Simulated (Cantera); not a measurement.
Input: 1 mol K2SO4, 0.036 mol CO2, at 1.28 Torr.

Equilibrium computed with Cantera from the NASA thermochemical tables; the gas is ideal and each condensed phase is pure. Candidate condensed phases: C, K, KO2, K2CO3, K2O, K2O2, K2S, K2SO4, S; 26 gas species. Equilibrium is a limit: real reactors are often held back by kinetics, nucleation or transport. All values below are at 1775 °C.

Base state: K 0.491, SO2 0.243, O2 0.241, O 0.0114, CO2 0.00808, SO 0.00273, KO 0.00151, CO 0.000780 (mole fractions); condensed: gas only.

Question: What changes in the equilibrium state with this change: K2SO4 replaced by Na2CO3?

Answer: 
```json
[
 {"species": "Na", "before": "0", "after": "0.553"},
 {"species": "CO2", "before": "0.00808", "after": "0.256"},
 {"species": "O2", "before": "0.241", "after": "0.149"},
 {"species": "K", "before": "0.491", "after": "0"},
 {"species": "SO2", "before": "0.243", "after": "0"},
 {"species": "CO", "before": "0.000780", "after": "0.0314"},
 {"species": "O", "before": "0.0114", "after": "0.00898"},
 {"species": "SO", "before": "0.00273", "after": "0"},
 {"species": "KO", "before": "0.00151", "after": "0"},
 {"species": "NaO", "before": "0", "after": "0.00136"},
 {"species": "SO3", "before": "2.43e-5", "after": "0"}
]
```
Further candidate phases: Na, NaO2, Na2CO3, Na2O, Na2O2.
